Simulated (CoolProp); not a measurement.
A simple Rankine cycle with water: condensing at 317.15 K, boiler at 1.97 MPa, turbine inlet 489.8 K, turbine efficiency 0.6, pump efficiency 0.6, no recuperator. Each further row changes one setting.

Computed with CoolProp (reference Helmholtz-energy equation of state, Wagner 2002).

| case | thermal efficiency (%) | net work (kJ/kg) | heat in (kJ/kg) | turbine exit temperature (K) | volume ratio over the turbine |
|---|---|---|---|---|---|
| as stated | 18.3 | 480 | 2630 | 317.2 | 139 |
| turbine inlet 509.8 K | … | … | … | 317.2 | 134 |
| condensing temperature 309.15 K | … | 508 | 2660 | 309.2 | 207 |
| boiler pressure 1.38 MPa | 17.3 | … | 2660 | 317.2 | 96.4 |
| turbine efficiency 0.5 | … | 399 | 2630 | 317.2 | 145 |

Problem. What belongs in the gaps?

Solution. 
- turbine inlet 509.8 K, thermal efficiency (%): 18.4
- turbine inlet 509.8 K, net work (kJ/kg): 492
- turbine inlet 509.8 K, heat in (kJ/kg): 2680
- condensing temperature 309.15 K, thermal efficiency (%): 19.1
- boiler pressure 1.38 MPa, net work (kJ/kg): 460
- turbine efficiency 0.5, thermal efficiency (%): 15.2

The expansion ends wet for: as stated; turbine inlet 509.8 K; condensing temperature 309.15 K; boiler pressure 1.38 MPa; turbine efficiency 0.5.
